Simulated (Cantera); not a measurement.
Feed: 1 mol S, 0.2 mol SO2, 0.14 mol O2, held at 2702 °C and 39.0 Torr.

Method: chemical equilibrium by Gibbs-energy minimisation in Cantera with the NASA 1993 tables (ideal gas, pure condensed phases). The numbers say what is thermodynamically allowed, not how fast it happens.

| species | before | after |
|---|---|---|
| S | 0.358 | 0.474 |
| SO | 0.398 | 0.325 |
| O | 0.0264 | 0.102 |
| S2 | 0.120 | 0.0472 |
| SO2 | 0.0933 | 0.0434 |
| S2O | 0.00123 | 0.000406 |
| O2 | 0.00336 | 0.00861 |
Gas species are given as mole fractions.

Question: Name the change that produced these shifts.
A) temperature from 2702 °C to 500 °C
B) temperature from 2702 °C to 2977 °C
C) SO2 from 0.2 to 0.0033 mol
D) SO2 from 0.2 to 0.006 mol

Answer: B, temperature from 2702 °C to 2977 °C
